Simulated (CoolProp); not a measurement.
Computed with CoolProp (reference Helmholtz-energy equation of state, Lemmon 2016).

Give the vapour pressure (kPa), liquid cp (kJ/(kg K)), vapour Z, surface tension (mN/m) of saturated R227EA at 190.5, 229.1, 293.5 K.


```tsv
T (K)	p (kPa)	liquid cp (kJ/(kg K))	vapour Z	surface tension (mN/m)
190.5	1.64	0.975	0.998	20.8
229.1	25.7	1.03	0.981	15.6
293.5	393	1.17	0.875	7.57
```

Surface tension comes from a separate correlation (Mulero 2012).
